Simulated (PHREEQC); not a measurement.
Solution A (5 mmol/kgw CuCl2, 1.2 mmol/kgw HCl and 3.6 mmol/kgw NaCl) is mixed with solution B (8 mmol/kgw HCl, 150 mmol/kgw Li2SO4 and 27 mmol/kgw MnSO4) at 25 °C; shares are by mass of water, 1 kg in all. No oxygen is let in. No CO2 enters from the air. Solids allowed: Pyrochroite, Halite. Others were left out.

Equilibrium calculation in PHREEQC: ion-association model, phreeqc.dat.

```tsv
share of solution B	pH	Cu+2 (mol/kgw)	SO4-2 (mol/kgw)	MnSO4 (mol/kgw)
0	2.97	0.00488	0	0
0.1	3.00	0.00287	0.0137	0.000858
0.2	2.98	0.00221	0.0275	0.00218
0.3	2.96	0.00180	0.0408	0.00360
0.4	2.93	0.00147	0.0536	0.00508
0.5	2.90	0.00118	0.0661	0.00659
0.6	2.88	0.000920	0.0782	0.00811
0.7	2.85	0.000676	0.0901	0.00965
0.8	2.83	0.000444	0.102	0.0112
0.9	2.81	0.000219	0.113	0.0127
1	2.79	0	0.124	0.0143
```

Complexes and solids missing from the database can't appear.
